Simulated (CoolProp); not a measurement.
Vapour-liquid equilibrium of ethanol (1) + o-xylene (2) at 165.45 °C; x and y are mole fractions of (1).

Model: multi-fluid Helmholtz-energy mixture model, Schroeder 2014 and Zhou 2012; pair parameters Bell 2016, in CoolProp.

Give the bubble pressure and the first vapour's composition at x = 0.2, 0.5, 0.875. Is there an azeotrope?

x = 0.2: 694.1 kPa, y = 0.759; x = 0.5: 1005 kPa, y = 0.854; x = 0.875: 1308 kPa, y = 0.951. No azeotrope shows between x = 0.05 and 0.95.

The pair parameters rest on a limited set of measurements; away from them the model extrapolates. With so large a gap from Raoult's law the liquid may split in two, which this calculation doesn't test in full.
